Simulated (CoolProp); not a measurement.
Values from CoolProp's reference Helmholtz-energy equation of state, Lemmon 2004. It is a short technical equation, of lower accuracy than the large ones.

Give the vapour pressure (kPa), liquid density (kg/m³), enthalpy of vaporisation (kJ/kg), liquid cp (kJ/(kg K)) of saturated n-dodecane at 508.5 K.


```json
[
 {"T (K)": "508.5", "p (kPa)": "156", "liquid density (kg/m³)": "576", "enthalpy of vaporisation (kJ/kg)": "244", "liquid cp (kJ/(kg K))": "3.05"}
]
```
